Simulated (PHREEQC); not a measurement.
Brine: an equilibrium model

Solution (25 °C): 1.3 mol/kgw KCl, 0.69 mol/kgw Na2SO4 and 3.1 mol/kgw KBr. Closed to the air; pH follows from the charge balance.

Model: Pitzer model, pitzer.dat, run in PHREEQC.

This is a speciation only: nothing precipitates in the calculation.

Task: Estimate the activity of water.

Result: activity of water 0.824.

Saturation is exceeded, for instance for Arcanite, Glaserite; the values hold only as long as no solid forms.
